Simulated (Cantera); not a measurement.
Mixture: 48.0 % H2, 10.9 % O2, 41.1 % N2, equivalence ratio 2.2, at 5.00 bar, adiabatic and at constant volume. Ignition delay is the time to a rise of 400 K.

Computed with Cantera and the H2/O2 subset of GRI-Mech 3.0, which has no nitrogen chemistry. The hydrogen kinetics of GRI-Mech 3.0 are dated; newer H2 mechanisms differ, most at raised pressure. Below about 950 K walls govern HO2 and H2O2 in real vessels.

At T0 = 1298 K, what is the delay, and which 5 reactions control it most (d ln τ / d ln k, from doubling and halving each rate constant)?

The delay is 7.52 µs.
| reaction | d ln τ / d ln k | faster rate |
|---|---|---|
| H + O2 <=> O + OH | -1.13 | shortens it |
| H + O2 + M <=> HO2 + M | 0.25 | lengthens it |
| H + O2 + N2 <=> HO2 + N2 | 0.12 | lengthens it |
| H2 + O <=> H + OH | -0.10 | shortens it |
| H + HO2 <=> 2 OH | -0.05 | shortens it |
